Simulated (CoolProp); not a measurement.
Vapour-liquid equilibrium of 1-butene (1) + n-butane (2) at 41.55 °C; x and y are mole fractions of (1).

The numbers come from the multi-fluid Helmholtz-energy mixture model, Lemmon 2005 and Bücker 2006; pair parameters Bell 2016 in CoolProp.

| x | bubble pressure (MPa) | y at the bubble point | dew pressure at overall composition x (MPa) | liquid density (mol/L) |
|---|---|---|---|---|
| 0.05 | 0.3995 | 0.059 | 0.3988 | 9.542 |
| 0.2 | 0.4129 | 0.231 | 0.4104 | 9.624 |
| 0.35 | 0.4265 | 0.392 | 0.4229 | 9.707 |
| 0.5 | 0.4398 | 0.543 | 0.4359 | 9.792 |
| 0.65 | 0.4523 | 0.686 | 0.4492 | ? |
| 0.8 | 0.4638 | 0.822 | ? | 9.971 |
| 0.95 | 0.4740 | 0.956 | 0.4736 | ? |

Question: Fill in the missing entries.

Answer: 
- 0.65, liquid density (mol/L): 9.880
- 0.8, dew pressure at overall composition x (MPa): 0.4620
- 0.95, liquid density (mol/L): 10.07

No azeotrope shows between x = 0.05 and 0.95.

The pair parameters rest on a limited set of measurements; away from them the model extrapolates.
